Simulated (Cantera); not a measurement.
What does this Cantera script print?

```python
import numpy as np
import cantera as ct

gas_names = [...]  # 113 gases of nasa_gas.yaml made of C, H, O, Ti
cond_names = """
    C(gr) C6H6(L) C7H8(L) C8H18(L),n-octa H2O(s) H2O(L) Ti(a) Ti(b) Ti(L) TiC(s) TiC(L) TiO(a) TiO(b)
    TiO(L) TiO2(ru) TiO2(L) Ti2O3(a) Ti2O3(b) Ti2O3(L) Ti3O5(a) Ti3O5(b) Ti3O5(L) Ti4O7(s) Ti4O7(L)
""".split()


# ... load() reads the species with a 1 bar reference pressure and builds the phases ...
atoms = {
    'Ti(OiPr)4': {'Ti': 1, 'C': 12, 'H': 28, 'O': 4},
    'C3H8': {'C': 3, 'H': 8},
    'O2': {'O': 2},
}
top_T = {'C(gr)': 4500}  # K; cautious upper limits of use, not melting points


# ... equilibrate(T, P, feed) seeds the gas with the atoms and calls Mixture.equilibrate('TP', solver="vcs", rtol=1e-11, max_steps=5000) ...
results = []
feed = {'Ti(OiPr)4': 1, 'C3H8': 0.083, 'O2': 15}  # mol
T = 1700  # K
P = 800  # Pa
mix = equilibrate(T, P, feed)
results.append((T, P, feed, dict(zip(mix.species_names, mix.species_moles))))
x = sorted(zip(gas.X, gas.species_names), reverse=True)
print(f"T = {T:g} K  P = {P:g} Pa  gas = {mix.phase_moles(0):.4g} mol")
print("   x: " + "  ".join(f"{s} {v:.3e}" for v, s in x if v > 0.001))
print("   condensed (mol): " + ("  ".join(f"{mix.phase(i).name} {mix.phase_moles(i):.4g}"
      for i in range(1, mix.n_phases) if mix.phase_moles(i) > 1e-12) or "none"))
```

It prints:

```
T = 1700 K  P = 800 Pa  gas = 26.59 mol
   x: H2O 4.569e-01  CO2 2.858e-01  CO 1.749e-01  H2 8.182e-02
   condensed (mol): TiO2(ru) 1
```

Cantera equilibrium calculation (NASA polynomials, part measured and part estimated; ideal gas, pure solids and liquids). The feed counts by its element totals alone.
